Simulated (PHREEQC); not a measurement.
Consider water at 20 °C with 0.0047 mol/kgw HCl, 0.015 mol/kgw Li2SO4 and 0.00024 mol/kgw MgSO4. Closed to the air; pH follows from the charge balance.

Equilibrium calculation in PHREEQC: Pitzer model, pitzer.dat.

```json
[
 {"quantity": "pH", "before": "2.60", "after": "3.33"},
 {"quantity": "SO4-2 (mol/kgw)", "before": "0.0137", "after": "0.0149"},
 {"quantity": "HSO4- (mol/kgw)", "before": "0.00159", "after": "0.000319"},
 {"quantity": "SI of Epsomite (MgSO4:7H2O)", "before": "-4.39", "after": "-4.37"},
 {"quantity": "SI of Hexahydrite (MgSO4:6H2O)", "before": "-4.72", "after": "-4.70"}
]
```

Problem. Which change was made?
A. Li2SO4 from 0.015 to 0.0075 mol/kgw
B. 0.0038 mol/kgw NaOH added
C. MgSO4 from 0.00024 to 0.000216 mol/kgw
D. HCl left out
E. Li2SO4 from 0.015 to 0.0015 mol/kgw

Solution. B, 0.0038 mol/kgw NaOH added

No solid was allowed to form.
